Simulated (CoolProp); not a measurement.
Properties of R13 along the isotherm 318.1 K (Tc = 303.0 K, pc = 3.973 MPa, ω = 0.175).

Model: reference Helmholtz-energy equation of state, Platzer 1990, in CoolProp. This equation is an older, rougher fit.

```json
[
 {"p (MPa)": "0.00628", "phase": "gas", "density (kg/m³)": "0.2481", "Joule-Thomson coefficient (K/MPa)": "9.350", "isothermal compressibility (1/MPa)": "159.3", "Prandtl number": "0.744"},
 {"p (MPa)": "0.0101", "phase": "gas", "density (kg/m³)": "0.3992", "Joule-Thomson coefficient (K/MPa)": "9.352", "isothermal compressibility (1/MPa)": "99.08", "Prandtl number": "0.744"},
 {"p (MPa)": "0.0164", "phase": "gas", "density (kg/m³)": "0.6485", "Joule-Thomson coefficient (K/MPa)": "9.355", "isothermal compressibility (1/MPa)": "61.05", "Prandtl number": "0.744"},
 {"p (MPa)": "0.0265", "phase": "gas", "density (kg/m³)": "1.049", "Joule-Thomson coefficient (K/MPa)": "9.360", "isothermal compressibility (1/MPa)": "37.81", "Prandtl number": "0.744"},
 {"p (MPa)": "0.0428", "phase": "gas", "density (kg/m³)": "1.696", "Joule-Thomson coefficient (K/MPa)": "9.369", "isothermal compressibility (1/MPa)": "23.44", "Prandtl number": "0.745"},
 {"p (MPa)": "0.0691", "phase": "gas", "density (kg/m³)": "2.743", "Joule-Thomson coefficient (K/MPa)": "9.383", "isothermal compressibility (1/MPa)": "14.54", "Prandtl number": "0.745"},
 {"p (MPa)": "0.112", "phase": "gas", "density (kg/m³)": "4.460", "Joule-Thomson coefficient (K/MPa)": "9.407", "isothermal compressibility (1/MPa)": "9.002", "Prandtl number": "…"},
 {"p (MPa)": "0.18", "phase": "gas", "density (kg/m³)": "7.204", "Joule-Thomson coefficient (K/MPa)": "9.444", "isothermal compressibility (1/MPa)": "5.630", "Prandtl number": "0.748"},
 {"p (MPa)": "0.292", "phase": "gas", "density (kg/m³)": "11.79", "Joule-Thomson coefficient (K/MPa)": "9.507", "isothermal compressibility (1/MPa)": "3.501", "Prandtl number": "0.752"},
 {"p (MPa)": "0.471", "phase": "gas", "density (kg/m³)": "19.28", "Joule-Thomson coefficient (K/MPa)": "9.610", "isothermal compressibility (1/MPa)": "2.202", "Prandtl number": "0.757"},
 {"p (MPa)": "0.761", "phase": "gas", "density (kg/m³)": "31.89", "Joule-Thomson coefficient (K/MPa)": "…", "isothermal compressibility (1/MPa)": "1.398", "Prandtl number": "…"},
 {"p (MPa)": "1.23", "phase": "gas", "density (kg/m³)": "53.70", "Joule-Thomson coefficient (K/MPa)": "10.09", "isothermal compressibility (1/MPa)": "0.9053", "Prandtl number": "0.786"},
 {"p (MPa)": "1.99", "phase": "gas", "density (kg/m³)": "93.83", "Joule-Thomson coefficient (K/MPa)": "10.64", "isothermal compressibility (1/MPa)": "0.6139", "Prandtl number": "0.829"}
]
```

Some entries are withheld; supply them.


- 0.112, Prandtl number: 0.747
- 0.761, Joule-Thomson coefficient (K/MPa): 9.784
- 0.761, Prandtl number: 0.767

Viscosity comes from a separate model (Huber 2003), an estimate that may be off by 10 % or more. Thermal conductivity comes from a separate model (Huber 2003), an estimate that may be off by 10 % or more.
